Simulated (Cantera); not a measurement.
An adiabatic, constant-pressure homogeneous reactor starts with CH₄ : H₂ : O₂ : N₂ : H₂O = 1 : 0.22 : 3.35 : 12.6 : 0.84 (molar parts), equivalence ratio 0.63, at 1025 K and 270000 Pa. Integrator tolerance rtol = 1e-08.

Computed with Cantera and GRI-Mech 3.0 (53 species, 325 reactions).

What does this change do: constant volume in place of constant pressure?


```csv
quantity,before,after
time of steepest temperature rise,20.9 ms,19.5 ms
temperature at 3.00 s,2215 K,2461 K
equilibrium temperature,2215 K,2461 K
x(CH₄) at 3.00 s,<1e-12 (gas-phase equilibrium <1e-12),<1e-12 (gas-phase equilibrium <1e-12)
x(H₂) at 3.00 s,0.000505 (gas-phase equilibrium 0.000505),0.00128 (gas-phase equilibrium 0.00128)
x(O₂) at 3.00 s,0.0652 (gas-phase equilibrium 0.0652),0.0629 (gas-phase equilibrium 0.0629)
x(NO) at 3.00 s,0.00688 (gas-phase equilibrium 0.00688),0.0111 (gas-phase equilibrium 0.0111)
x(HCN) at 3.00 s,<1e-12 (gas-phase equilibrium <1e-12),7.85e-12 (gas-phase equilibrium 7.85e-12)
x(CH₂O) at 3.00 s,<1e-12 (gas-phase equilibrium <1e-12),8.31e-12 (gas-phase equilibrium 8.31e-12)
x(CO) at 3.00 s,0.000878 (gas-phase equilibrium 0.000878),0.00251 (gas-phase equilibrium 0.00251)
```

What does this change do: H2 0.22 to 0.62 parts?


| quantity | before | after |
|---|---|---|
| time of steepest temperature rise | 20.9 ms | 11.9 ms |
| temperature at 3.00 s | 2215 K | 2308 K |
| equilibrium temperature | 2215 K | 2308 K |
| x(CH₄) at 3.00 s | <1e-12 (gas-phase equilibrium <1e-12) | <1e-12 (gas-phase equilibrium <1e-12) |
| x(H₂) at 3.00 s | 0.000505 (gas-phase equilibrium 0.000505) | 0.00108 (gas-phase equilibrium 0.00108) |
| x(O₂) at 3.00 s | 0.0652 (gas-phase equilibrium 0.0652) | 0.0531 (gas-phase equilibrium 0.0531) |
| x(NO) at 3.00 s | 0.00688 (gas-phase equilibrium 0.00688) | 0.00754 (gas-phase equilibrium 0.00754) |
| x(HCN) at 3.00 s | <1e-12 (gas-phase equilibrium <1e-12) | 1.56e-12 (gas-phase equilibrium 1.56e-12) |
| x(CH₂O) at 3.00 s | <1e-12 (gas-phase equilibrium <1e-12) | 2.03e-12 (gas-phase equilibrium 2.03e-12) |
| x(CO) at 3.00 s | 0.000878 (gas-phase equilibrium 0.000878) | 0.00173 (gas-phase equilibrium 0.00173) |
